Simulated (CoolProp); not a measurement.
The fluid at 298.15 K and 0.262 MPa is throttled through a valve to 0.125 MPa with no heat exchange. The same conditions are run with several fluids, on thermodynamics alone (safety and materials aside).

Computed with CoolProp (reference Helmholtz-energy equation of state of each fluid (C2F6 (R116): Lemmon 2006; ethane: Bücker 2006; CH3F (R41): Lemmon 2006; dimethyl ether: Wu 2011; CF4 (R14): Platzer 1990)). The equations of Platzer and Polt are older, rougher fits.

| fluid | temperature change (K) | final density (kg/m³) |
|---|---|---|
| C2F6 (R116) | -1.2 | ? |
| ethane | ? | ? |
| CH3F (R41) | -2.5 | ? |
| dimethyl ether | ? | ? |
| CF4 (R14) | ? | 4.47 |

**Question.** Fill in the missing entries.

**Answer.** 
- C2F6 (R116), final density (kg/m³): 7.08
- ethane, temperature change (K): -1.5
- ethane, final density (kg/m³): 1.54
- CH3F (R41), final density (kg/m³): 1.75
- dimethyl ether, temperature change (K): -3.4
- dimethyl ether, final density (kg/m³): 2.41
- CF4 (R14), temperature change (K): -0.8
